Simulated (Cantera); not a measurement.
What does this Cantera script print?

```python
import numpy as np
import cantera as ct

gas = ct.Solution("gri30.yaml")
gas.TPX = 925, 390000, {'CO': 0.001, 'O2': 0.064, 'H2O': 0.00037, 'N2': 1}
reactor = ct.IdealGasConstPressureReactor(gas, energy="off", clone=False)
net = ct.ReactorNet([reactor])
net.rtol, net.atol = 1e-08, 1e-18
show = ['CO', 'O2', 'H2O', 'NO2', 'H2']
times = np.geomspace(0.0003, 100, 15)

steps = ct.SolutionArray(gas, extra=["t"])
rows = []
print(f"{'t/s':>10s}{'T/K':>9s}{'P/Pa':>11s}" + "".join(f"{s:>11s}" for s in show))
for t in times:
    while net.time < t:
        t_next = net.step()
        steps.append(gas.state, t=t_next)
    rows.append([np.interp(t, steps.t, y) for y in (steps.T, steps.P, *steps(*show).X.T)])
    print(f"{t:10.3e}{rows[-1][0]:9.1f}{rows[-1][1]:11.4g}" + "".join(f"{x:11.3e}" for x in rows[-1][2:]))
rate = np.gradient(steps.T, steps.t)
print("integrator steps:", len(steps.t))
if steps.T.max() > steps.T[0] + 200:
    print(f"time of steepest temperature rise: {steps.t[rate.argmax()]:.4e} s")
gas.TPX = 925, 390000, {'CO': 0.001, 'O2': 0.064, 'H2O': 0.00037, 'N2': 1}
gas.equilibrate("TP")
print(f"equilibrium (TP): T = {gas.T:.1f} K  " + "  ".join(f"{s} {gas[s].X[0]:.3e}" for s in show))
```

Result:

```
       t/s      T/K       P/Pa         CO         O2        H2O        NO2         H2
 3.000e-04    925.0    3.9e+05  9.386e-04  6.007e-02  3.473e-04  4.299e-31  9.924e-19
 7.441e-04    925.0    3.9e+05  9.386e-04  6.007e-02  3.473e-04  1.432e-29  8.592e-18
 1.845e-03    925.0    3.9e+05  9.386e-04  6.007e-02  3.473e-04  5.320e-28  5.981e-17
 4.577e-03    925.0    3.9e+05  9.386e-04  6.007e-02  3.473e-04  2.140e-26  3.516e-16
 1.135e-02    925.0    3.9e+05  9.386e-04  6.007e-02  3.473e-04  9.472e-25  1.743e-15
 2.816e-02    925.0    3.9e+05  9.386e-04  6.007e-02  3.473e-04  4.422e-23  7.224e-15
 6.983e-02    925.0    3.9e+05  9.386e-04  6.007e-02  3.473e-04  1.921e-21  2.850e-14
 1.732e-01    925.0    3.9e+05  9.386e-04  6.007e-02  3.473e-04  7.910e-20  1.297e-13
 4.296e-01    925.0    3.9e+05  9.386e-04  6.007e-02  3.473e-04  3.333e-18  7.514e-13
 1.065e+00    925.0    3.9e+05  9.383e-04  6.007e-02  3.473e-04  1.410e-16  6.031e-12
 2.643e+00    925.0    3.9e+05  9.362e-04  6.007e-02  3.473e-04  4.229e-15  7.723e-11
 6.554e+00    925.0    3.9e+05  9.230e-04  6.007e-02  3.473e-04  8.776e-14  9.921e-10
 1.626e+01    925.0    3.9e+05  8.805e-04  6.005e-02  3.473e-04  9.697e-13  4.214e-09
 4.032e+01    925.0    3.9e+05  7.832e-04  6.000e-02  3.473e-04  6.981e-12  9.187e-09
 1.000e+02    925.0    3.9e+05  5.911e-04  5.991e-02  3.473e-04  4.063e-11  1.178e-08
integrator steps: 425
equilibrium (TP): T = 925.0 K  CO 7.573e-15  O2 5.963e-02  H2O 3.475e-04  NO2 7.455e-07  H2 5.666e-15
```

Cantera simulation using GRI-Mech 3.0 (53 species, 325 reactions); the numbers are that mechanism's predictions, not measurements.
